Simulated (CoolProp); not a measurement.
Vapour-liquid equilibrium of cis-2-butene (1) + ethanol (2) at 746 kPa; x and y are mole fractions of (1).

The numbers come from the multi-fluid Helmholtz-energy mixture model, Lemmon 2005 and Schroeder 2014; pair parameters Bell 2016 in CoolProp.

```json
[
 {"x": "0.05", "bubble temperature (K)": "398.0", "y at the bubble point": "0.340", "dew temperature at overall composition x (K)": "410.7", "liquid density (mol/L)": "14.42"},
 {"x": "0.125", "bubble temperature (K)": "378.2", "y at the bubble point": "0.654", "dew temperature at overall composition x (K)": "(withheld)", "liquid density (mol/L)": "14.33"},
 {"x": "0.2", "bubble temperature (K)": "364.5", "y at the bubble point": "0.793", "dew temperature at overall composition x (K)": "404.6", "liquid density (mol/L)": "14.07"},
 {"x": "0.275", "bubble temperature (K)": "356.6", "y at the bubble point": "0.850", "dew temperature at overall composition x (K)": "401.2", "liquid density (mol/L)": "(withheld)"},
 {"x": "0.35", "bubble temperature (K)": "352.7", "y at the bubble point": "0.874", "dew temperature at overall composition x (K)": "397.5", "liquid density (mol/L)": "13.24"},
 {"x": "0.425", "bubble temperature (K)": "350.8", "y at the bubble point": "0.885", "dew temperature at overall composition x (K)": "393.6", "liquid density (mol/L)": "12.76"},
 {"x": "0.5", "bubble temperature (K)": "350.0", "y at the bubble point": "0.890", "dew temperature at overall composition x (K)": "389.2", "liquid density (mol/L)": "12.28"},
 {"x": "0.575", "bubble temperature (K)": "349.5", "y at the bubble point": "0.894", "dew temperature at overall composition x (K)": "384.2", "liquid density (mol/L)": "11.82"},
 {"x": "0.65", "bubble temperature (K)": "348.9", "y at the bubble point": "0.898", "dew temperature at overall composition x (K)": "378.6", "liquid density (mol/L)": "11.39"},
 {"x": "0.725", "bubble temperature (K)": "348.2", "y at the bubble point": "0.906", "dew temperature at overall composition x (K)": "371.9", "liquid density (mol/L)": "11.00"},
 {"x": "0.8", "bubble temperature (K)": "347.1", "y at the bubble point": "0.918", "dew temperature at overall composition x (K)": "363.6", "liquid density (mol/L)": "10.65"},
 {"x": "0.875", "bubble temperature (K)": "(withheld)", "y at the bubble point": "0.939", "dew temperature at overall composition x (K)": "352.6", "liquid density (mol/L)": "10.35"},
 {"x": "0.95", "bubble temperature (K)": "344.4", "y at the bubble point": "0.970", "dew temperature at overall composition x (K)": "345.2", "liquid density (mol/L)": "10.08"}
]
```

Task: Some entries are withheld; supply them.

Result: 
- 0.125, dew temperature at overall composition x (K): 407.7
- 0.275, liquid density (mol/L): 13.69
- 0.875, bubble temperature (K): 345.8

No azeotrope shows between x = 0.05 and 0.95.

The pair parameters rest on a limited set of measurements; away from them the model extrapolates. With so large a gap from Raoult's law the liquid may split in two, which this calculation doesn't test in full.
